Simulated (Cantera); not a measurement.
Charge: 1 mol Si3N4, 0.013 mol O2, 380 mol H2, at 8.60 mbar.

These are equilibrium values from Cantera (NASA tables, ideal gas, pure condensed phases), not measurements of a reactor. Candidate condensed phases: H2O, Si, SiO2, Si2N2O, Si3N4; 35 gas species. The tables' values for SiN are old estimates; treat these amounts as uncertain. Gases not in the tables: Si2H6 and higher silanes. The numbers say what is thermodynamically allowed, not how fast it happens.

**Question.** At 1750 °C, list the 5 most abundant gas species with their mole fractions, and the condensed phases.

**Answer.** H2 0.967, H 0.0201, Si 0.00662, N2 0.00513, SiH 0.000388. Condensed: Si(l).
